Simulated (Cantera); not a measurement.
An adiabatic, constant-pressure homogeneous reactor starts with CH4 : CO : O2 : N2 = 1 : 0.055 : 2.09 : 7.86 (molar parts), at 975 K and 101000 Pa. Integrator tolerance rtol = 1e-08.

Cantera simulation using GRI-Mech 3.0 (53 species, 325 reactions); the numbers are that mechanism's predictions, not measurements. Below about 1000 K GRI-Mech 3.0 lacks low-temperature oxidation paths.

**Question.** What does this change do: initial temperature 975 to 1425 K?

**Answer.** 
| quantity | before | after |
|---|---|---|
| temperature at 0.400 s | 975 K | 2699 K |
| equilibrium temperature | 2521 K | 2699 K |
| x(CH4) at 0.400 s | 0.0908 (gas-phase equilibrium <1e-12) | <1e-12 (gas-phase equilibrium <1e-12) |
| x(CO) at 0.400 s | 0.00500 (gas-phase equilibrium 0.0233) | 0.0370 (gas-phase equilibrium 0.0370) |
| x(O2) at 0.400 s | 0.190 (gas-phase equilibrium 0.0155) | 0.0213 (gas-phase equilibrium 0.0213) |
| x(H) at 0.400 s | 6.55e-11 (gas-phase equilibrium 0.00256) | 0.00688 (gas-phase equilibrium 0.00688) |
| x(O) at 0.400 s | 3.12e-11 (gas-phase equilibrium 0.00200) | 0.00525 (gas-phase equilibrium 0.00525) |
| x(HCO) at 0.400 s | <1e-12 (gas-phase equilibrium 8.32e-9) | 2.79e-8 (gas-phase equilibrium 2.79e-8) |
| time of steepest temperature rise | not reached | 2.58 ms |

**Question.** What does this change do: initial temperature 975 to 1723 K?

**Answer.** 
| quantity | before | after |
|---|---|---|
| temperature at 0.400 s | 975 K | 2804 K |
| equilibrium temperature | 2521 K | 2804 K |
| x(CH4) at 0.400 s | 0.0908 (gas-phase equilibrium <1e-12) | <1e-12 (gas-phase equilibrium <1e-12) |
| x(CO) at 0.400 s | 0.00500 (gas-phase equilibrium 0.0233) | 0.0452 (gas-phase equilibrium 0.0452) |
| x(O2) at 0.400 s | 0.190 (gas-phase equilibrium 0.0155) | 0.0246 (gas-phase equilibrium 0.0246) |
| x(H) at 0.400 s | 6.55e-11 (gas-phase equilibrium 0.00256) | 0.0115 (gas-phase equilibrium 0.0115) |
| x(O) at 0.400 s | 3.12e-11 (gas-phase equilibrium 0.00200) | 0.00864 (gas-phase equilibrium 0.00864) |
| x(HCO) at 0.400 s | <1e-12 (gas-phase equilibrium 8.32e-9) | 5.01e-8 (gas-phase equilibrium 5.01e-8) |
| time of steepest temperature rise | not reached | 0.183 ms |
